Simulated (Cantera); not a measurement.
An isothermal, constant-pressure homogeneous reactor starts with NH₃ : N₂ = 1 : 0.14 (molar parts), at 1825 K and 15.8 Torr.

Cantera simulation using the gas-phase N/H chemistry of the illustrative SiF4/NH3 mechanism in the Surface Chemkin manual (1991); the numbers are that mechanism's predictions, not measurements. Walls and surfaces, which speed up NH3 decomposition in real reactors, are not modelled.

Problem. Predict: x(NH₃) at 7.00 s; x(N₂H₄) at 7.00 s; x(H₂) at 7.00 s; x(NH) at 7.00 s; x(N) at 7.00 s.

Solution. 
```
Property                                              Value
-----------------  ----------------------------------------
x(NH₃) at 7.00 s      0.225 (gas-phase equilibrium 1.84e-7)
x(N₂H₄) at 7.00 s    3.02e-9 (gas-phase equilibrium <1e-12)
x(H₂) at 7.00 s         0.521 (gas-phase equilibrium 0.699)
x(NH) at 7.00 s    4.65e-6 (gas-phase equilibrium 3.05e-10)
x(N) at 7.00 s     3.48e-7 (gas-phase equilibrium 2.13e-10)
```
